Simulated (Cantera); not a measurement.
Input: 1 mol Si, 1.1 mol Br₂, a varied amount of H₂, held at 752 °C and 0.220 bar.

Cantera equilibrium calculation (NASA polynomials, part measured and part estimated; ideal gas, pure solids and liquids). Candidate condensed phases: Br₂, Si; 19 gas species. The numbers say what is thermodynamically allowed, not how fast it happens.

Q: What share of the Si ends up in condensed phases as a function of n(H₂) (mol), at 0.74, 1.2, 2.1, 3.4, 5.7, 9.6, 16, 27, 45?

A: 
```
n(H₂) (mol)  Si condensed (%)     as
-----------  ----------------  -----
0.74                     45.1  Si(s)
1.2                      45.4  Si(s)
2.1                      46.0  Si(s)
3.4                      46.9  Si(s)
5.7                      48.2  Si(s)
9.6                      50.3  Si(s)
16                       53.4  Si(s)
27                       57.8  Si(s)
45                       63.9  Si(s)
```
